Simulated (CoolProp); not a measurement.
CHF3 (R23) along the isotherm -33.75 °C: fugacity coefficient from the reference equation and from simpler models built on Tc = 26.1 °C, pc = 4.832 MPa, ω = 0.263; each cubic takes its own stable root.

Computed with CoolProp (reference Helmholtz-energy equation of state, Penoncello 2003).

| p (MPa) | phase | reference | van der Waals | Soave-Redlich-Kwong | Peng-Robinson |
|---|---|---|---|---|---|
| 0.00764 | gas | 0.9988 | 0.9992 | 0.9989 | 0.9988 |
| 0.0174 | gas | 0.9972 | 0.9982 | 0.9975 | 0.9973 |
| 0.0396 | gas | 0.9935 | 0.9959 | 0.9943 | 0.9940 |
| 0.0901 | gas | 0.9853 | 0.9906 | 0.9871 | 0.9863 |
| 0.205 | gas | … | 0.9787 | … | … |
| 0.466 | gas | 0.9240 | 0.9516 | 0.9338 | … |
| 1.06 | liquid | 0.7176 | … | 0.7431 | 0.7286 |
| 2.42 | liquid | … | … | 0.3407 | … |

Task: Some entries are withheld; supply them.

Result: 
- 0.205, reference: 0.9666
- 0.205, Soave-Redlich-Kwong: 0.9708
- 0.205, Peng-Robinson: 0.9689
- 0.466, Peng-Robinson: 0.9296
- 1.06, van der Waals: 0.8897
- 2.42, reference: 0.3266
- 2.42, van der Waals: 0.6341
- 2.42, Peng-Robinson: 0.3323

At some of these states van der Waals gives the other phase, because its saturation line lies elsewhere.
